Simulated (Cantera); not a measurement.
Charge: 1 mol FeS, 0.44 mol H₂S, 30 mol N₂, at 6.40 bar.

Cantera equilibrium calculation (NASA polynomials, part measured and part estimated; ideal gas, pure solids and liquids). Candidate condensed phases: Fe, FeS, FeS₂, S; 16 gas species. FeS: taken at fixed stoichiometry. Gases not in the tables: S₃ to S₇. The numbers say what is thermodynamically allowed, not how fast it happens.

x: gas mole fraction; n: condensed amount in mol.

```tsv
T (K)	x N₂	x H₂S	x H₂	x S₂	x SH	x NH₃	x S	n FeS(s)	n FeS₂(s)
848	0.985	0.0140	0.000450	0.000173	4.56e-8	…	<1e-12	0.997	0.00318
898	0.985	0.0138	0.000653	0.000326	1.36e-7	…	2.59e-12	1.00	0
948	0.985	0.0135	0.000979	0.000490	3.47e-7	…	1.46e-11	1.00	0
998	0.985	0.0130	0.00140	0.000701	7.98e-7	…	6.87e-11	1.00	0
1048	0.985	0.0125	0.00193	0.000963	1.68e-6	…	2.79e-10	1.00	0
1098	0.984	0.0119	0.00255	0.00127	3.29e-6	…	9.93e-10	1.00	0
1148	0.984	0.0112	0.00326	0.00163	5.99e-6	2.91e-7	3.15e-9	1.00	0
1198	0.984	0.0104	0.00404	0.00202	1.03e-5	3.14e-7	9.03e-9	1.00	0
1248	0.983	0.00955	0.00486	0.00243	1.67e-5	3.32e-7	2.37e-8	1.00	0
1298	0.983	0.00868	0.00571	0.00285	2.59e-5	3.43e-7	5.74e-8	1.00	0
```

What belongs in the gaps?


- 848, x NH₃: 1.14e-7
- 898, x NH₃: 1.30e-7
- 948, x NH₃: 1.63e-7
- 998, x NH₃: 1.97e-7
- 1048, x NH₃: 2.31e-7
- 1098, x NH₃: 2.62e-7
